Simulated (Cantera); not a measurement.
Charge: 1 mol CH3F, 0.11 mol F2, equilibrated at 1148.15 K and 750 Torr.

Cantera equilibrium calculation (NASA polynomials, part measured and part estimated; ideal gas, pure solids and liquids). Candidate condensed phases: C, C6H6, C7H8, C8H18; 95 gas species. The numbers say what is thermodynamically allowed, not how fast it happens.

Base state: HF 0.581, H2 0.415, CH4 0.00410 (mole fractions); condensed: C(graphite).

**Question.** What changes in the equilibrium state with this change: pressure from 750 Torr to 495 Torr?

**Answer.** 
| species | before | after |
|---|---|---|
| HF | 0.581 | 0.580 |
| H2 | 0.415 | 0.417 |
| CH4 | 0.00410 | 0.00273 |
| C(graphite), mol | 0.991 | 0.994 |

**Question.** What changes in the equilibrium state with this change: temperature from 1148.15 K to 3500 K?

**Answer.** 
| species | before | after |
|---|---|---|
| HF | 0.581 | 0.465 |
| H | 4.63e-8 | 0.249 |
| H2 | 0.415 | 0.178 |
| C3 | <1e-9 | 0.0292 |
| C2H | <1e-9 | 0.0168 |
| C2H2 (acetylene) | 1.55e-8 | 0.0381 |
| F | <1e-9 | 0.00877 |
| C4H2 | <1e-9 | 0.00341 |
| C2 | <1e-9 | 0.00327 |
| C(graphite), mol | 0.991 | 0.391 |
